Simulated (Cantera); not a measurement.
Input (Python, Cantera) and output of one run.

```python
import numpy as np
import cantera as ct

gas_names = """
    CL CL2 Fe FeCL FeCL2 FeCL3 Fe2CL4 Fe2CL6 H HCL H2
""".split()
cond_names = """
    Fe(a) Fe(c) Fe(d) Fe(L) FeCL2(s) FeCL2(L) FeCL3(s) FeCL3(L)
""".split()


# ... load() reads the species with a 1 bar reference pressure and builds the phases ...
atoms = {
    'FeCl3': {'Fe': 1, 'CL': 3},
    'H2': {'H': 2},
}
top_T = {}  # K; cautious upper limits of use, not melting points


# ... equilibrate(T, P, feed) seeds the gas with the atoms and calls Mixture.equilibrate('TP', solver="vcs", rtol=1e-11, max_steps=5000) ...
results = []
feed = {'FeCl3': 1, 'H2': 9.2}  # mol
T = 1975  # K
for P in [0.1, 1, 10, 100, 1000, 10000, 100000]:
    mix = equilibrate(T, P, feed)
    results.append((T, P, feed, dict(zip(mix.species_names, mix.species_moles))))

top = {s: max(r[3][s] / sum(r[3][g] for g in gas_names) for r in results) for s in gas_names}
cols = sorted((s for s in top if top[s] > 1e-05), key=lambda s: -top[s])[:5]
seen = [c for c in cond_names if any(r[3].get(c, 0) > 1e-12 for r in results)]
print("log10 of partial pressures in bar; condensed amounts in mol")
print(f"{'P/Pa':>10s}" + "".join(f"{s[:9]:>10s}" for s in cols + seen))
for T, P, feed, n in results:
    ng = sum(n[g] for g in gas_names)
    print(f"{P:10.4g}" + "".join(f"{np.log10(max(n[s] / ng * P / 1e5, 1e-99)):10.3f}" for s in cols)
          + "".join(f"{n.get(c, 0):10.4g}" for c in seen))
```

It prints:

```
log10 of partial pressures in bar; condensed amounts in mol
      P/Pa        H2         H       HCL        CL        Fe     Fe(L)
       0.1    -6.728    -6.228    -7.308    -6.934    -7.258         0
         1    -5.363    -5.545    -5.850    -6.159    -6.154         0
        10    -4.236    -4.982    -4.684    -5.556    -5.111         0
       100    -3.179    -4.453    -3.681    -5.083    -4.184         0
      1000    -2.131    -3.929    -2.769    -4.694    -3.562    0.1489
     1e+04    -1.116    -3.422    -1.754    -4.186    -3.562    0.4217
     1e+05    -0.114    -2.921    -0.751    -3.685    -3.562    0.4476
```

These are equilibrium values from Cantera (NASA tables, ideal gas, pure condensed phases), not measurements of a reactor.
